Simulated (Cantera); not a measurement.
A perfectly stirred reactor is fed with 11.9 % CH₄, 17.0 % O₂, 63.8 % N₂, 7.36 % H₂O, equivalence ratio 1.4, at 1.00 atm; it is adiabatic with a 650 K inlet, and is followed from long to short residence time, starting on the burning branch (τ in s: 0.38, 0.14, 0.05, 0.018, 0.0065, 0.0024, 0.00085, 0.00031, 0.00011, 4e-05, 1.4e-05, 5.2e-06).

Model: GRI-Mech 3.0 (53 species, 325 reactions), integrated in Cantera.

Predict: blow-out, bracketed by the residence times tried; x(CH₄) at τ = 0.380 s; x(O₂) at τ = 0.380 s; x(H₂O) at τ = 0.380 s; x(NO₂) at τ = 0.380 s; x(HCO) at τ = 0.380 s; x(CH₄) at τ = 0.850 ms; x(O₂) at τ = 0.850 ms; x(H₂O) at τ = 0.850 ms; x(NO₂) at τ = 0.850 ms; x(HCO) at τ = 0.850 ms.


```json
{
 "blow_out_bracketed_by_the_residence_times_tried": "burning at 0.310 ms, out at 0.110 ms",
 "x(CH₄) at τ = 0.380 s": "2.75e-5",
 "x(O₂) at τ = 0.380 s": "3.35e-5",
 "x(H₂O) at τ = 0.380 s": "0.228",
 "x(NO₂) at τ = 0.380 s": "1.11e-9",
 "x(HCO) at τ = 0.380 s": "3.23e-8",
 "x(CH₄) at τ = 0.850 ms": "0.000715",
 "x(O₂) at τ = 0.850 ms": "0.00272",
 "x(H₂O) at τ = 0.850 ms": "0.224",
 "x(NO₂) at τ = 0.850 ms": "3.23e-9",
 "x(HCO) at τ = 0.850 ms": "3.76e-6"
}
```
